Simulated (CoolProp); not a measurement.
Computed with CoolProp (reference Helmholtz-energy equation of state, Zhou 2016).

For R245ca, give the phase and the density (kg/m³), cv (kJ/(kg K)) at 450 K and 394 kPa; 450 K and 1970 kPa; 450 K and 3550 kPa.


- 450 K and 394 kPa: gas; density 14.6, cv 1.11
- 450 K and 1970 kPa: gas; density 87.7, cv 1.15
- 450 K and 3550 kPa: gas; density 229, cv 1.23
